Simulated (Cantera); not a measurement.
Feed: 1 mol SiF₄, 8.8 mol O₃, 2.5 mol H₂, at 2050 K and 1.00 bar.

These are equilibrium values from Cantera (NASA tables, ideal gas, pure condensed phases), not measurements of a reactor. The tables hold silica as quartz up to 1696 K and as liquid above; real silica turns to tridymite and cristobalite and melts near 1996 K. Gases not in the tables: Si(OH)₄. Equilibrium is a limit: real reactors are often held back by kinetics, nucleation or transport.

```tsv
species	before	after
O₂	0.729	0.736
HF	0.219	0.192
H₂O	0.0420	0.0580
SiF₄	0.00629	0.0136
H	1.03e-5	3.53e-8
O	0.000831	1.22e-5
F	5.50e-5	8.25e-7
H₂	2.05e-5	4.39e-7
OH	0.00230	0.000182
SiO₂(l), mol	0.897	0
SiO₂(β-quartz), mol	0	0.779
```
Gas species are given as mole fractions.

Task: Name the change that produced these shifts.
A. O₃ from 8.8 to 0.27 mol
B. temperature from 2050 K to 1598.15 K
C. H₂ from 2.5 to 3.9 mol
D. H₂ from 2.5 to 8.5 mol

Result: B, temperature from 2050 K to 1598.15 K
